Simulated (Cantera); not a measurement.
Cantera run:

```python
import numpy as np
import cantera as ct

gas_names = [...]  # 110 gases of nasa_gas.yaml made of C, H, O
cond_names = """
    C(gr) C6H6(L) C7H8(L) C8H18(L),n-octa H2O(s) H2O(L)
""".split()


# ... load() reads the species with a 1 bar reference pressure and builds the phases ...
atoms = {
    'C6H6': {'C': 6, 'H': 6},
    'CO2': {'C': 1, 'O': 2},
    'H2': {'H': 2},
}
top_T = {'C(gr)': 4500}  # K; cautious upper limits of use, not melting points


# ... equilibrate(T, P, feed) seeds the gas with the atoms and calls Mixture.equilibrate('TP', solver="vcs", rtol=1e-11, max_steps=5000) ...
results = []
T = 773.15  # K
P = 10000  # Pa
for m in [0.082, 0.36, 0.64, 0.93, 1.2, 1.5, 1.8]:
    feed = {'C6H6': 1, 'CO2': m, 'H2': 13}  # mol
    mix = equilibrate(T, P, feed)
    results.append((T, P, feed, dict(zip(mix.species_names, mix.species_moles))))

top = {s: max(r[3][s] / sum(r[3][g] for g in gas_names) for r in results) for s in gas_names}
cols = sorted((s for s in top if top[s] > 0.0001), key=lambda s: -top[s])[:8]
seen = [c for c in cond_names if any(r[3].get(c, 0) > 1e-12 for r in results)]
print("log10 of partial pressures in bar; condensed amounts in mol")
print(f"{'n(CO2)':>10s}" + "".join(f"{s[:9]:>10s}" for s in cols + seen))
for T, P, feed, n in results:
    ng = sum(n[g] for g in gas_names)
    print(f"{feed['CO2']:10.4g}" + "".join(f"{np.log10(max(n[s] / ng * P / 1e5, 1e-99)):10.3f}" for s in cols)
          + "".join(f"{n.get(c, 0):10.4g}" for c in seen))
```

Result:

```
log10 of partial pressures in bar; condensed amounts in mol
    n(CO2)        H2       CH4       H2O        CO       CO2     C(gr)
     0.082    -1.076    -1.827    -3.037    -3.637    -4.889      3.97
      0.36    -1.090    -1.856    -2.434    -3.020    -3.655     4.216
      0.64    -1.104    -1.884    -2.222    -2.794    -3.202      4.43
      0.93    -1.118    -1.911    -2.095    -2.654    -2.922     4.622
       1.2    -1.130    -1.935    -2.015    -2.562    -2.738     4.781
       1.5    -1.143    -1.961    -1.951    -2.484    -2.583     4.937
       1.8    -1.155    -1.986    -1.902    -2.424    -2.462     5.076
```

Equilibrium computed with Cantera from the NASA thermochemical tables; the gas is ideal and each condensed phase is pure.
